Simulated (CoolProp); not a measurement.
Model: reference Helmholtz-energy equation of state, Tillner-Roth 1997, in CoolProp.

Question: Give the vapour pressure (MPa), enthalpy of vaporisation (kJ/kg), vapour Z, surface tension (mN/m) of saturated CH2F2 (R32) at 240.9, 278.9 K.

Answer: 
```tsv
T (K)	p (MPa)	enthalpy of vaporisation (kJ/kg)	vapour Z	surface tension (mN/m)
240.9	0.249	360	0.926	16.9
278.9	0.974	306	0.824	9.98
```

Surface tension comes from a separate correlation (Mulero 2012).
